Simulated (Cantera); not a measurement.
A diamond (100) surface in a fixed gas of H2 with x(CH4) = 0.0071, x(H) = 0.00048, at 948 K, 2200 Pa; coverages are run to steady state.

Model: the Harris–Goodwin 1993 mechanism for the reconstructed diamond (100) surface, integrated in Cantera.

θ: site fractions in the mechanism's names (c6HH fully hydrogenated, c6H* and c6*H radical sites, c6** diradical, c6HM methylated).

```tsv
x(CH3)	growth (µm/h)	θ c6HH	θ c6H*	θ c6*H	θ c6**	θ c6HM
1e-06	0.00708	0.648	0.0138	0.330	0.00595	0.00111
2.1e-06	0.0148	0.647	0.0138	0.330	0.00594	0.00232
4.5e-06	[?]	0.645	0.0138	0.329	0.00591	[?]
9.5e-06	0.0664	0.641	0.0137	0.326	0.00586	0.0104
2e-05	0.137	0.631	0.0135	0.321	0.00574	0.0215
4.3e-05	0.285	0.612	0.0130	0.311	0.00550	0.0446
9.1e-05	0.563	0.576	0.0122	0.292	0.00505	0.0882
0.00019	1.03	0.514	0.0109	0.260	0.00430	0.162
0.00041	[?]	[?]	[?]	[?]	[?]	[?]
```

Q: What belongs in the gaps?

A: 
- 4.5e-06, growth (µm/h): 0.0317
- 4.5e-06, θ c6HM: 0.00496
- 0.00041, growth (µm/h): 1.76
- 0.00041, θ c6HH: 0.419
- 0.00041, θ c6H*: 0.00880
- 0.00041, θ c6*H: 0.210
- 0.00041, θ c6**: 0.00318
- 0.00041, θ c6HM: 0.276
